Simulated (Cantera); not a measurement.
What does this Cantera script print?

```python
import numpy as np
import cantera as ct

gas = ct.Solution("h2o2.yaml")
gas.TPX = 675, 100000, {'H2': 1, 'O2': 0.385, 'N2': 1.38}
flame = ct.FreeFlame(gas, width=0.04)
flame.set_refine_criteria(ratio=3, slope=0.08, curve=0.16)
flame.transport_model = "unity-Lewis-number"
flame.solve(loglevel=0, auto=True)
z, T = flame.grid, flame.T
thick = (T[-1] - T[0]) / np.gradient(T, z).max()
show = ['H2', 'O2', 'H2O2', 'OH', 'H2O', 'H']
print(f"laminar burning velocity  {flame.velocity[0] * 100:.3f} cm/s")
print(f"burnt temperature         {T[-1]:.1f} K")
print(f"thermal thickness         {thick * 1e3:.4f} mm")
print(f"grid points               {len(z)}")
z0 = z[flame.heat_release_rate.argmax()]
print(f"{'z/mm':>9s}{'T/K':>9s}{'u/(m/s)':>9s}" + "".join(f"{s:>11s}" for s in show))
rows = []
for k in (-3, -2, -1.5, -1, -0.5, -0.25, 0, 0.25, 0.5, 1, 2, 4, 8):
    zz = z0 + k * thick
    rows.append([k * thick, np.interp(zz, z, T), np.interp(zz, z, flame.velocity),
                 *(np.interp(zz, z, flame.X[gas.species_index(s)]) for s in show)])
    print(f"{rows[-1][0] * 1e3:9.3f}{rows[-1][1]:9.1f}{rows[-1][2]:9.3f}" + "".join(f"{x:11.3e}" for x in rows[-1][3:]))
```

Output:

```
laminar burning velocity  700.337 cm/s
burnt temperature         2579.4 K
thermal thickness         0.3780 mm
grid points               132
     z/mm      T/K  u/(m/s)         H2         O2       H2O2         OH        H2O          H
   -1.134    675.0    7.003  3.617e-01  1.392e-01  4.393e-12  4.250e-16  4.537e-09  6.907e-15
   -0.756    675.0    7.003  3.617e-01  1.392e-01  1.109e-10  1.372e-13  1.227e-07  1.948e-12
   -0.567    675.0    7.003  3.617e-01  1.392e-01  1.053e-09  4.789e-12  1.172e-06  7.018e-11
   -0.378    675.2    7.005  3.616e-01  1.392e-01  2.165e-08  7.634e-10  2.436e-05  1.615e-08
   -0.189    697.1    7.222  3.592e-01  1.379e-01  1.624e-06  1.338e-05  2.858e-03  9.806e-05
   -0.095    891.9    9.130  3.292e-01  1.235e-01  3.817e-06  4.888e-04  3.392e-02  6.306e-03
    0.000   1338.5   13.329  1.941e-01  6.459e-02  3.107e-06  4.557e-03  1.502e-01  6.042e-02
    0.095   1625.4   15.876  1.027e-01  2.234e-02  2.021e-06  1.127e-02  2.290e-01  9.372e-02
    0.189   1766.9   17.068  9.245e-02  1.418e-02  1.261e-06  1.435e-02  2.455e-01  8.662e-02
    0.378   1926.9   18.373  9.457e-02  1.088e-02  6.781e-07  1.644e-02  2.557e-01  7.020e-02
    0.756   2092.9   19.683  9.683e-02  8.150e-03  3.710e-07  1.730e-02  2.668e-01  5.350e-02
    1.512   2252.1   20.901  9.760e-02  5.532e-03  2.244e-07  1.662e-02  2.791e-01  3.864e-02
    3.024   2390.0   21.925  9.731e-02  3.341e-03  1.531e-07  1.443e-02  2.912e-01  2.663e-02
```

Detailed kinetics in Cantera: the H2/O2 subset of GRI-Mech 3.0, which has no nitrogen chemistry. Unity Lewis numbers drop preferential diffusion, which matters most where H2 and H carry the flame. Burning velocities carry a grid error of a few per cent, more on coarse grids.
